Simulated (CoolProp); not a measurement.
Vapour-liquid equilibrium of methanol (1) + ethanol (2) at 535 kPa; x and y are mole fractions of (1).

The numbers come from the multi-fluid Helmholtz-energy mixture model, de Reuck 1993 and Schroeder 2014; pair parameters Bell 2016 in CoolProp.

```tsv
x	bubble temperature (°C)	y at the bubble point	dew temperature at overall composition x (°C)	liquid density (mol/L)
0.05	126.8	0.070	127.0	(withheld)
0.2	124.5	0.260	125.2	15.86
0.35	(withheld)	0.429	123.4	16.75
0.5	(withheld)	0.583	121.5	17.72
0.65	(withheld)	(withheld)	119.5	18.78
0.8	116.4	0.853	(withheld)	19.95
0.95	114.4	0.966	114.7	21.23
```

Q: Complete the blanks.

A: 
- 0.05, liquid density (mol/L): 15.04
- 0.35, bubble temperature (°C): 122.4
- 0.5, bubble temperature (°C): 120.4
- 0.65, bubble temperature (°C): 118.4
- 0.65, y at the bubble point: 0.725
- 0.8, dew temperature at overall composition x (°C): 117.3

No azeotrope shows between x = 0.05 and 0.95.

Pair parameters are fitted to limited data, so mixtures are less certain than the pure fluids.
